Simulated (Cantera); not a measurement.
Feed: 1 mol Si3N4, 0.074 mol C, 0.11 mol H2, held at 44.0 mbar.

These are equilibrium values from Cantera (NASA tables, ideal gas, pure condensed phases), not measurements of a reactor. Candidate condensed phases: C, C6H6, C7H8, C8H18, Si, SiC, Si3N4; 105 gas species. Mutual solubility and eutectic melting of coexisting phases are not modelled. Gases not in the tables: Si2H6 and higher silanes. Kinetics and transport are ignored.

Q: Which condensed phases are stable at each of these points (T (°C)): 1277, 1352, 1427, 1502, 1577, 1652, 1727, 1802, 1877, 1952, 2027, 2102?

A: 
| T (°C) | condensed phases | Si condensed (%) |
|---|---|---|
| 1277 | SiC(s) + Si3N4(s) | 100.0 |
| 1352 | SiC(s) + Si3N4(s) | 100.0 |
| 1427 | SiC(s) + Si3N4(s) | 100.0 |
| 1502 | SiC(s) + Si3N4(s) | 100.0 |
| 1577 | Si(l) + SiC(s) + Si3N4(s) | 100.0 |
| 1652 | Si(l) + SiC(s) | 100.0 |
| 1727 | Si(l) + SiC(s) | 99.9 |
| 1802 | Si(l) + SiC(s) | 99.8 |
| 1877 | Si(l) + SiC(s) | 99.5 |
| 1952 | Si(l) + SiC(s) | 99.0 |
| 2027 | Si(l) + SiC(s) | 98.0 |
| 2102 | Si(l) + SiC(s) | 96.0 |

From 1277 °C to 1502 °C the condensed part is SiC(s) + Si3N4(s). At 1577 °C the condensed part is Si(l) + SiC(s) + Si3N4(s). From 1652 °C to 2102 °C the condensed part is Si(l) + SiC(s).
